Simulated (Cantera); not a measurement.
Feed: 1 mol SiH4, 2.3 mol NH3, 28 mol N2, held at 133 Pa.

These are equilibrium values from Cantera (NASA tables, ideal gas, pure condensed phases), not measurements of a reactor. Candidate condensed phases: Si, Si3N4; 18 gas species. Gases not in the tables: Si2H6 and higher silanes. Equilibrium is a limit: real reactors are often held back by kinetics, nucleation or transport.

**Question.** What share of the Si ends up in condensed phases as a function of T (°C), at 500, 700, 900, 1100, 1300, 1500, 1700, 1900?

**Answer.** 
| T (°C) | Si condensed (%) | as |
|---|---|---|
| 500 | 100.0 | Si3N4(s) |
| 700 | 100.0 | Si3N4(s) |
| 900 | 100.0 | Si3N4(s) |
| 1100 | 100.0 | Si3N4(s) |
| 1300 | 100.0 | Si3N4(s) |
| 1500 | 93.9 | Si(l) |
| 1700 | 9.5 | Si(l) |
| 1900 | 0.0 | - |
